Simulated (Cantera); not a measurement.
Input: 1 mol Si, 4.4 mol HF, 0.13 mol N2, 7.4 mol NF3, held at 1150 K and 0.133 bar.

Equilibrium computed with Cantera from the NASA thermochemical tables; the gas is ideal and each condensed phase is pure. Candidate condensed phases: Si, Si3N4; 37 gas species. Kinetics and transport are ignored.

Base state: F 0.419, HF 0.190, F2 0.182, N2 0.165, SiF4 0.0431, NF3 0.000229 (mole fractions); condensed: gas only.

Q: What changes in the equilibrium state with this change: temperature from 1150 K to 1723 K?

A: 
| species | before | after |
|---|---|---|
| F | 0.419 | 0.662 |
| HF | 0.190 | 0.161 |
| N2 | 0.165 | 0.140 |
| F2 | 0.182 | 0.00138 |
| SiF4 | 0.0431 | 0.0365 |
| NF3 | 0.000229 | 1.76e-9 |

Q: What changes in the equilibrium state with this change: temperature from 1150 K to 1200 K?

A: 
```
species    before    after
-------  --------  -------
F           0.419    0.497
HF          0.190    0.180
N2          0.165    0.157
F2          0.182    0.124
SiF4       0.0431   0.0410
NF3      0.000229  7.23e-5
```

Q: What changes in the equilibrium state with this change: NF3 from 7.4 to 0.79 mol?

A: 
```csv
species,before,after
HF,0.190,0.542
SiF4,0.0431,0.196
H2,<1e-9,0.159
F,0.419,<1e-9
F2,0.182,<1e-9
N2,0.165,0.103
NF3,0.000229,<1e-9
```
